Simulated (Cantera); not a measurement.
A closed system holds: 1 mol SiO₂, 11 mol H₂, 44 mol N₂, held at 135 Torr.

Cantera equilibrium calculation (NASA polynomials, part measured and part estimated; ideal gas, pure solids and liquids). Candidate condensed phases: H₂O, Si, SiO₂, Si₂N₂O, Si₃N₄; 35 gas species. N₂ is the only nitrogen source here; it is nearly inert below about 1500 K, so the nitride shown seldom forms there in practice. Mutual solubility and eutectic melting of coexisting phases are not modelled. Kinetics and transport are ignored.

Problem. At 1048 K, list the 3 most abundant gas species with their mole fractions, and the condensed phases.

Solution. N₂ 0.800, H₂ 0.200, H₂O 1.98e-5. Condensed: SiO₂(β-quartz) + Si₂N₂O(s).
